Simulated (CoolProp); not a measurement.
Vapour-liquid equilibrium of sulfur dioxide (1) + toluene (2) at 36.35 °C; x and y are mole fractions of (1).

Model: multi-fluid Helmholtz-energy mixture model, Gao 2016 and Lemmon 2006; pair parameters Bell 2016, in CoolProp.

```csv
x,bubble pressure (MPa),y at the bubble point,dew pressure at overall composition x (MPa),liquid density (mol/L)
0.05,0.02634,0.758,0.007003,9.545
0.2,0.1018,0.946,0.008295,10.55
0.35,0.1911,0.976,0.01017,11.74
0.5,0.2819,0.987,0.01314,13.16
0.65,0.3676,0.993,0.01855,14.88
0.8,0.4496,0.996,0.03157,17.01
0.95,0.5341,0.999,0.1078,19.74
```

No azeotrope shows between x = 0.05 and 0.95.

The pair parameters rest on a limited set of measurements; away from them the model extrapolates.
